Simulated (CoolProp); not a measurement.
Vapour-liquid equilibrium of propylene (1) + R152A (2) at 2.68 bar; x and y are mole fractions of (1).

Model: multi-fluid Helmholtz-energy mixture model, Lemmon 2013 and Outcalt 1996; pair parameters Bell 2016, in CoolProp.

```
x      bubble temperature, mixture model (K)  bubble temperature, Raoult's law (K)  y, mixture model  y, Raoult's law
-----  -------------------------------------  ------------------------------------  ----------------  ---------------
0.05                                   269.0                                 271.9             0.183            0.105
0.125                                  263.7                                 269.5             0.371            0.244
0.2                                    259.8                                 267.3             0.493            0.365
0.275                                  257.0                                 265.2                 ?            0.469
0.35                                   254.9                                 263.2             0.635            0.559
0.425                                  253.4                                 261.3             0.679            0.638
0.5                                    252.3                                 259.5                 ?            0.708
0.575                                  251.4                                 257.7             0.747            0.768
0.65                                   250.7                                 256.1                 ?            0.821
0.725                                  250.1                                 254.6             0.808            0.869
0.8                                    249.7                                 253.1             0.844            0.910
0.875                                  249.4                                 251.7                 ?            0.947
0.95                                   249.3                                 250.3             0.947            0.980
```

Fill in the missing entries.


- 0.275, y, mixture model: 0.576
- 0.5, y, mixture model: 0.715
- 0.65, y, mixture model: 0.777
- 0.875, y, mixture model: 0.888

The largest gap from Raoult's law is -8.3 K in bubble temperature, at x = 0.35. y crosses x between x = 0.875 and 0.95: the model has an azeotrope there.

Pair parameters are fitted to limited data, so mixtures are less certain than the pure fluids.
